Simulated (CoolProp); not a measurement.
Vapour-liquid equilibrium of R134a (1) + R124 (2) at 123 kPa; x and y are mole fractions of (1).

The numbers come from the multi-fluid Helmholtz-energy mixture model, Tillner-Roth 1994 and de Vries 1995; pair parameters Bell 2016 in CoolProp.

| x | bubble temperature (°C) | y at the bubble point | dew temperature at overall composition x (°C) | liquid density (mol/L) |
|---|---|---|---|---|
| 0.05 | -8.6 | 0.097 | -7.9 | 10.81 |
| 0.125 | -10.4 | 0.223 | -9.0 | 10.99 |
| 0.2 | -12.0 | 0.331 | -10.0 | 11.17 |
| 0.275 | -13.4 | 0.424 | -11.1 | 11.35 |
| 0.35 | -14.7 | 0.506 | -12.3 | 11.54 |
| 0.425 | -15.8 | 0.578 | -13.4 | 11.73 |
| 0.5 | -16.8 | 0.644 | -14.6 | 11.92 |
| 0.575 | -17.8 | 0.704 | -15.7 | 12.12 |
| 0.65 | -18.6 | 0.760 | -16.9 | 12.32 |
| 0.725 | -19.4 | 0.814 | -18.1 | 12.53 |
| 0.8 | -20.1 | 0.865 | -19.2 | 12.75 |
| 0.875 | -20.8 | 0.915 | -20.2 | 12.97 |
| 0.95 | -21.4 | 0.966 | -21.2 | 13.21 |

No azeotrope shows between x = 0.05 and 0.95.

Pair parameters are fitted to limited data, so mixtures are less certain than the pure fluids.
